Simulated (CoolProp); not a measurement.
Model: reference Helmholtz-energy equation of state, Thol 2015, in CoolProp.

**Question.** Give the vapour pressure (MPa), vapour density (kg/m³), surface tension (mN/m) of saturated octamethylcyclotetrasiloxane (D4) at 133.75 °C.

**Answer.** 
| T (°C) | p (MPa) | vapour density (kg/m³) | surface tension (mN/m) |
|---|---|---|---|
| 133.75 | 0.0302 | 2.73 | 10.2 |

Surface tension comes from a separate correlation (Mulero 2014), older than this fluid's equation and unchecked against measurements.
